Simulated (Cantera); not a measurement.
An isothermal, constant-pressure homogeneous reactor starts with CO : O₂ : H₂O : N₂ = 0.029 : 0.0039 : 0.056 : 1 (molar parts), at 1000 K and 2.70 bar.

Cantera simulation using GRI-Mech 3.0 (53 species, 325 reactions); the numbers are that mechanism's predictions, not measurements.

Q: Predict: x(CO) at 8.00 s; x(O₂) at 8.00 s; x(H₂O) at 8.00 s; x(CO₂) at 8.00 s.

A: 
```
Quantity                                          Result
----------------  --------------------------------------
x(CO) at 8.00 s   0.0163 (gas-phase equilibrium 0.00551)
x(O₂) at 8.00 s   8.10e-8 (gas-phase equilibrium <1e-12)
x(H₂O) at 8.00 s   0.0483 (gas-phase equilibrium 0.0376)
x(CO₂) at 8.00 s   0.0105 (gas-phase equilibrium 0.0212)
```
